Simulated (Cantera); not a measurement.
An isothermal, constant-pressure homogeneous reactor starts with C3H8 : H2 = 1 : 42 (molar parts), at 1325 K and 750 Torr. Integrator tolerance rtol = 1e-08.

Detailed kinetics in Cantera: GRI-Mech 3.0 (53 species, 325 reactions). GRI-Mech 3.0 was tuned for natural gas; its chemistry of propane as a main component is partial and can be far from experiment. GRI-Mech 3.0 stops at C3 and has no aromatics, soot or wall deposition, so with more carbon than oxygen in the feed, carbon stays in small species such as C2H2 where larger ones or solid carbon would form.

What does this change do: pressure from 750 Torr to 54.0 Torr?


```json
[
 {"quantity": "x(C3H8) at 30.0 s", "before": "2.62e-9 (gas-phase equilibrium 2.62e-9)", "after": "1.20e-9 (gas-phase equilibrium 7.77e-10)"},
 {"quantity": "x(H2) at 30.0 s", "before": "0.931 (gas-phase equilibrium 0.931)", "after": "0.953 (gas-phase equilibrium 0.943)"},
 {"quantity": "x(CH4) at 30.0 s", "before": "0.0691 (gas-phase equilibrium 0.0691)", "after": "0.0268 (gas-phase equilibrium 0.0464)"},
 {"quantity": "x(CH3) at 30.0 s", "before": "2.33e-6 (gas-phase equilibrium 2.33e-6)", "after": "4.70e-6 (gas-phase equilibrium 5.79e-6)"},
 {"quantity": "x(C2H6) at 30.0 s", "before": "7.95e-6 (gas-phase equilibrium 7.95e-6)", "after": "5.36e-6 (gas-phase equilibrium 3.55e-6)"}
]
```
